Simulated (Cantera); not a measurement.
Cantera run:

```python
import numpy as np
import cantera as ct

gas_names = """
    H HNO HNO2 HNO3 HO2 H2 H2O H2O2 N NH NH2 NH3 NH2OH NO NO2 NO3 N2 N2H2 N2H4 N2O O OH O2 O3 Si SiH
    SiH2 SiH3 SiH4 SiN SiO SiO2 Si2 Si2N Si3
""".split()
cond_names = """
    H2O(s) H2O(L) Si(cr) Si(L) SiO2(Lqz) SiO2(hqz) SiO2(L) Si2N2O(s) Si3N4(a)
""".split()


# ... load() reads the species with a 1 bar reference pressure and builds the phases ...
atoms = {
    'Si': {'Si': 1},
    'H2O': {'H': 2, 'O': 1},
    'N2': {'N': 2},
}
top_T = {'Si2N2O(s)': 2100, 'Si3N4(a)': 2400}  # K; cautious upper limits of use, not melting points


# ... equilibrate(T, P, feed) seeds the gas with the atoms and calls Mixture.equilibrate('TP', solver="vcs", rtol=1e-11, max_steps=5000) ...
results = []
feed = {'Si': 1, 'H2O': 0.57, 'N2': 140}  # mol
T = 875  # K
P = 100000  # Pa
mix = equilibrate(T, P, feed)
results.append((T, P, feed, dict(zip(mix.species_names, mix.species_moles))))
print(gas.report(threshold=1e-05))
for i in range(1, mix.n_phases):
    print(f"{mix.phase(i).name:16s} {mix.phase_moles(i):12.5e} mol")
```

Result:

```
       temperature   875 K
          pressure   1e+05 Pa
           density   0.38361 kg/m^3
  mean mol. weight   27.908 kg/kmol
   phase of matter   gas

                          1 kg             1 kmol
                     ---------------   ---------------
          enthalpy        6.2418e+05         1.742e+07  J
   internal energy         3.635e+05        1.0145e+07  J
           entropy            8020.1        2.2383e+05  J/K
    Gibbs function       -6.3934e+06       -1.7843e+08  J
 heat capacity c_p            1144.7             31947  J/K
 heat capacity c_v            846.79             23632  J/K

                      mass frac. Y      mole frac. X     chem. pot. / RT
                     ---------------   ---------------   ---------------
                H2        0.00029385         0.0040678           -22.689
                N2           0.99971           0.99593           -24.533
     [  +33 minor]        4.2483e-07        6.7922e-07

Si(cr)            0.00000e+00 mol
SiO2(hqz)         4.66393e-02 mol
Si2N2O(s)         4.76680e-01 mol
Si3N4(a)          0.00000e+00 mol
```

Method: chemical equilibrium by Gibbs-energy minimisation in Cantera with the NASA 1993 tables (ideal gas, pure condensed phases). N2 is the only nitrogen source here; it is nearly inert below about 1500 K, so the nitride shown seldom forms there in practice.
